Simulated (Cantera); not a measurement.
## Stirred combustor or abatement burner

A perfectly stirred reactor is fed with 7.80 % CH4, 15.6 % O2, 58.7 % N2, 17.9 % H2O, at 760 Torr; it is adiabatic with a 575 K inlet, and is followed from long to short residence time, starting on the burning branch (τ in s: 0.046, 0.022, 0.011, 0.0053, 0.0026, 0.0012, 0.0006, 0.00029, 0.00014, 6.9e-05, 3.3e-05, 1.6e-05, 7.8e-06).

Model: GRI-Mech 3.0 (53 species, 325 reactions), integrated in Cantera.

| τ (s) | T (K) | x CH4 | x O2 | x H2O | x CO2 | x H2O2 | x HCO | x NO2 |
|---|---|---|---|---|---|---|---|---|
| 0.046 | 2065 | 1.11e-5 | 0.00521 | 0.325 | 0.0712 | 9.54e-8 | 4.54e-8 | 3.11e-8 |
| 0.022 | 2047 | 1.81e-5 | 0.00624 | 0.323 | 0.0699 | 1.23e-7 | 9.37e-8 | 2.51e-8 |
| 0.011 | 2025 | 2.86e-5 | 0.00746 | 0.321 | 0.0685 | 1.58e-7 | 1.85e-7 | 2.07e-8 |
| 0.0053 | 1996 | 4.69e-5 | 0.00904 | 0.318 | 0.0667 | 2.06e-7 | 3.80e-7 | 1.68e-8 |
| 0.0026 | 1963 | 7.77e-5 | 0.0109 | 0.314 | 0.0646 | 2.69e-7 | 7.64e-7 | 1.35e-8 |
| 0.0012 | 1919 | 0.000140 | 0.0133 | 0.310 | 0.0619 | 3.58e-7 | 1.63e-6 | 1.03e-8 |
| 0.00060 | 1873 | 0.000252 | 0.0160 | 0.306 | 0.0587 | 4.63e-7 | 3.21e-6 | 7.87e-9 |
| 0.00029 | 1816 | 0.000515 | 0.0198 | 0.302 | 0.0540 | 6.04e-7 | 6.59e-6 | 5.66e-9 |
| 0.00014 | 1735 | 0.00144 | 0.0274 | 0.298 | 0.0442 | 7.82e-7 | 1.42e-5 | 3.72e-9 |
| 6.9e-5 | 575 | 0.0780 | 0.156 | 0.179 | <1e-12 | <1e-12 | <1e-12 | <1e-12 |
| 3.3e-5 | 575 | 0.0780 | 0.156 | 0.179 | <1e-12 | <1e-12 | <1e-12 | <1e-12 |
| 1.6e-5 | 575 | 0.0780 | 0.156 | 0.179 | <1e-12 | <1e-12 | <1e-12 | <1e-12 |
| 7.8e-6 | 575 | 0.0780 | 0.156 | 0.179 | <1e-12 | <1e-12 | <1e-12 | <1e-12 |
x: mole fraction; the columns are a selection and need not sum to one.
